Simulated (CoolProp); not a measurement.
Hydrogen chloride along the isotherm -101.35 °C: Z from the reference equation and from simpler models built on Tc = 51.5 °C, pc = 8.314 MPa, ω = 0.130; each cubic takes its own stable root.

Computed with CoolProp (reference Helmholtz-energy equation of state, Thol 2018).

```tsv
p (MPa)	phase	reference	van der Waals	Redlich-Kwong	Soave-Redlich-Kwong	Peng-Robinson
0.378	liquid	0.007877	0.01333	0.008991	0.008945	0.007940
0.756	liquid	?	0.02663	0.01798	0.01788	0.01588
1.13	liquid	0.02353	0.03978	0.02686	0.02672	0.02372
1.51	liquid	0.03143	0.05311	0.03588	0.03570	0.03169
1.89	liquid	0.03933	0.06642	0.04489	0.04466	?
2.27	liquid	0.04722	?	0.05390	0.05363	0.04761
2.65	liquid	0.05511	0.09299	0.06290	0.06258	0.05557
3.02	liquid	0.06278	0.1059	?	0.07130	0.06331
3.4	liquid	0.07065	0.1191	0.08064	?	0.07126
3.78	liquid	0.07853	0.1323	?	0.08918	0.07920
4.16	liquid	0.08639	0.1455	0.09860	0.09812	0.08714
```

Some entries are withheld; supply them.


- 0.756, reference: 0.01575
- 1.89, Peng-Robinson: 0.03965
- 2.27, van der Waals: 0.07971
- 3.02, Redlich-Kwong: 0.07165
- 3.4, Soave-Redlich-Kwong: 0.08024
- 3.78, Redlich-Kwong: 0.08962
